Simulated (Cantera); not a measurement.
Charge: 1 mol SiH4, 25 mol NO, 0.61 mol H2, at 6100 Pa.

Method: chemical equilibrium by Gibbs-energy minimisation in Cantera with the NASA 1993 tables (ideal gas, pure condensed phases). Candidate condensed phases: H2O, Si, SiO2, Si2N2O, Si3N4; 35 gas species. The tables hold silica as quartz up to 1696 K and as liquid above; real silica turns to tridymite and cristobalite and melts near 1996 K. Kinetics and transport are ignored.

### Question
Which condensed phases are stable at each of these points (T (K)): 500, 700, 900, 1100, 1300, 1500, 1700, 1900?

### Answer
| T (K) | condensed phases | Si condensed (%) |
|---|---|---|
| 500 | SiO2(α-quartz) | 100.0 |
| 700 | SiO2(α-quartz) | 100.0 |
| 900 | SiO2(β-quartz) | 100.0 |
| 1100 | SiO2(β-quartz) | 100.0 |
| 1300 | SiO2(β-quartz) | 100.0 |
| 1500 | SiO2(β-quartz) | 100.0 |
| 1700 | SiO2(condensed) | 100.0 |
| 1900 | SiO2(condensed) | 100.0 |

From 500 K to 700 K the condensed part is SiO2(α-quartz). From 900 K to 1500 K the condensed part is SiO2(β-quartz). From 1700 K to 1900 K the condensed part is SiO2(condensed).
